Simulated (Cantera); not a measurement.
Ignition delay

Mixture: 8.38 % CH₄, 19.3 % O₂, 72.4 % N₂, at 10.0 bar, adiabatic and at constant volume. Ignition delay is the time to a rise of 400 K.

Model: GRI-Mech 3.0 (53 species, 325 reactions), integrated in Cantera.

```json
[
 {"T0 (K)": "1323", "delay (ms)": "1.00"},
 {"T0 (K)": "1373", "delay (ms)": "0.586"},
 {"T0 (K)": "1423", "delay (ms)": "0.350"},
 {"T0 (K)": "1473", "delay (ms)": "0.214"},
 {"T0 (K)": "1523", "delay (ms)": "0.133"},
 {"T0 (K)": "1573", "delay (ms)": "0.0849"},
 {"T0 (K)": "1623", "delay (ms)": "0.0553"},
 {"T0 (K)": "1673", "delay (ms)": "0.0368"},
 {"T0 (K)": "1723", "delay (ms)": "0.0251"},
 {"T0 (K)": "1773", "delay (ms)": "0.0175"}
]
```

```
Property                                                Result
--------------------------------------------------  ----------
apparent activation energy between 1673 and 1773 K  180 kJ/mol
```
